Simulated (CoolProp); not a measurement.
Vapour-liquid equilibrium of hydrogen sulfide (1) + n-heptane (2) at 0.344 MPa; x and y are mole fractions of (1).

Model: multi-fluid Helmholtz-energy mixture model, Lemmon 2006 and Span 2003; pair parameters Kunz 2012, in CoolProp.

```tsv
x	bubble temperature, mixture model (°C)	bubble temperature, Raoult's law (°C)	y, mixture model	y, Raoult's law
0.05	___	76.2	0.803	0.861
0.2	1.7	18.2	___	0.990
0.35	-15.7	-1.8	0.999	0.997
0.5	___	-13.2	0.999	0.999
0.65	___	-20.9	0.999	1.000
0.8	-28.3	-26.7	1.000	1.000
0.95	-31.4	-31.3	1.000	1.000
```

### Question
Complete the blanks.

### Answer

- 0.05, bubble temperature, mixture model (°C): 84.6
- 0.2, y, mixture model: 0.995
- 0.5, bubble temperature, mixture model (°C): -22.1
- 0.65, bubble temperature, mixture model (°C): -25.5

The largest gap from Raoult's law is -16.5 K in bubble temperature, at x = 0.2. No azeotrope shows between x = 0.05 and 0.95.

The pair parameters rest on a limited set of measurements; away from them the model extrapolates. The gap from Raoult's law changes sign with composition, which may be real or a fault of the pair parameters; it wasn't checked against measurements. With so large a gap from Raoult's law the liquid may split in two, which this calculation doesn't test in full.
